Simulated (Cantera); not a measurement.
Input: 1 mol CH3SiCl3, 0.04 mol C2H2, 37 mol H2, 0.15 mol C2H4, at 2300 K and 1.00 bar.

Equilibrium computed with Cantera from the NASA thermochemical tables; the gas is ideal and each condensed phase is pure. Candidate condensed phases: C, C6H6, C7H8, C8H18, Si, SiC; 109 gas species. The feed counts by its element totals alone. The tables' values for SiCl are old estimates; treat these amounts as uncertain. Gases not in the tables: Si2H6 and higher silanes. Equilibrium is a limit: real reactors are often held back by kinetics, nucleation or transport.

Base state: H2 0.914, HCl 0.0706, H 0.00925, C2H2 (acetylene) 0.00395, SiCl2 0.00137, Cl 0.000515, CH4 0.000179, Si 0.000134 (mole fractions); condensed: C(graphite) + SiC(s).

Task: What changes in the equilibrium state with this change: temperature from 2300 K to 1523 K?

Result: 
```json
[
 {"species": "H2", "before": "0.914", "after": "0.924"},
 {"species": "HCl", "before": "0.0706", "after": "0.0740"},
 {"species": "CH4", "before": "0.000179", "after": "0.00197"},
 {"species": "H", "before": "0.00925", "after": "2.22e-5"},
 {"species": "C2H2 (acetylene)", "before": "0.00395", "after": "1.09e-5"},
 {"species": "SiCl2", "before": "0.00137", "after": "0.000154"},
 {"species": "Si", "before": "0.000134", "after": "<1e-9"},
 {"species": "SiH", "before": "4.70e-5", "after": "<1e-9"},
 {"species": "C(graphite), mol", "before": "0.118", "after": "0.308"},
 {"species": "SiC(s), mol", "before": "0.929", "after": "0.991"}
]
```
The tables' values for SiCl3 are old estimates; treat these amounts as uncertain.

Task: What changes in the equilibrium state with this change: temperature from 2300 K to 1825 K?

Result: 
| species | before | after |
|---|---|---|
| H2 | 0.914 | 0.925 |
| HCl | 0.0706 | 0.0734 |
| CH4 | 0.000179 | 0.000606 |
| H | 0.00925 | 0.000424 |
| C2H2 (acetylene) | 0.00395 | 0.000199 |
| SiCl2 | 0.00137 | 0.000469 |
| SiC2 | 1.85e-5 | 2.06e-9 |
| Si2C | 1.09e-5 | 1.48e-9 |
| Si | 0.000134 | 1.23e-7 |
| SiH | 4.70e-5 | 1.25e-7 |
| C(graphite), mol | 0.118 | 0.359 |
| SiC(s), mol | 0.929 | 0.980 |
The tables' values for SiCl3 are old estimates; treat these amounts as uncertain.
